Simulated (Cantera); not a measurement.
Input: 1 mol n-butane, 0.86 mol NH3, 2.5 mol H2O, held at 675 K and 1330 Pa.

Cantera equilibrium calculation (NASA polynomials, part measured and part estimated; ideal gas, pure solids and liquids). Candidate condensed phases: C, C6H6, C7H8, C8H18, H2O; 136 gas species. Kinetics and transport are ignored.

Base state: H2 0.647, H2O 0.155, CH4 0.0816, CO2 0.0509, N2 0.0472, CO 0.0177, NH3 1.98e-5 (mole fractions); condensed: C(graphite).

Question: What changes in the equilibrium state with this change: temperature from 675 K to 2748 K?

Answer: 
| species | before | after |
|---|---|---|
| H2 | 0.647 | 0.403 |
| H | <1e-9 | 0.373 |
| CO | 0.0177 | 0.173 |
| CO2 | 0.0509 | <1e-9 |
| H2O | 0.155 | 1.30e-8 |
| HCN | <1e-9 | 0.0118 |
| C2H2 (acetylene) | <1e-9 | 0.0113 |
| CH4 | 0.0816 | 2.26e-7 |
| N2 | 0.0472 | 0.0225 |
| HNC | <1e-9 | 0.00180 |
| C3 | <1e-9 | 0.00123 |
| C2H | <1e-9 | 0.00120 |
| CN | <1e-9 | 0.000870 |
| C(graphite), mol | 2.63 | 0.860 |

Question: What changes in the equilibrium state with this change: NH3 from 0.86 to 0.23 mol?

Answer: 
| species | before | after |
|---|---|---|
| H2 | 0.647 | 0.651 |
| H2O | 0.155 | 0.171 |
| CH4 | 0.0816 | 0.0823 |
| N2 | 0.0472 | 0.0145 |
| CO2 | 0.0509 | 0.0617 |
| CO | 0.0177 | 0.0195 |
| NH3 | 1.98e-5 | 1.10e-5 |
| C(graphite), mol | 2.63 | 2.70 |
